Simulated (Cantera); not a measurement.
A closed system holds: 1 mol Al(CH3)3, 5 mol H2O, 70 mol N2, at 24.0 Torr.

Cantera equilibrium calculation (NASA polynomials, part measured and part estimated; ideal gas, pure solids and liquids). Candidate condensed phases: Al, AlN, Al2O3, C, C6H6, C7H8, C8H18, H2O; 148 gas species. The feed counts by its element totals alone. The numbers say what is thermodynamically allowed, not how fast it happens.

Task: At 1802 °C, list the 5 most abundant gas species with their mole fractions, and the condensed phases.

Result: N2 0.846, H2 0.107, CO 0.0359, H2O 0.00562, H 0.00487. Condensed: Al2O3(s).
